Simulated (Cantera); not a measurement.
Cantera with NASA thermochemical tables; ideal gases at 1 bar, condensed phases pure. Values are per mole of reaction as written; species without (g) are pure solids or liquids, kept so even where they would boil at 1 bar.

Question: Between 473 and 1373 K, where is each reaction favourable under standard conditions?
- 3 Cu + 6 H(g) + 2 O₃(g) = 3 Cu(OH)₂

Answer: 
- 3 Cu + 6 H(g) + 2 O₃(g) = 3 Cu(OH)₂: ΔG° is -2498 kJ at 473 K and -1669 kJ at 1373 K; it stays negative (K > 1). ΔH° is -2953 kJ and ΔS° -935 J/K at 1373 K.
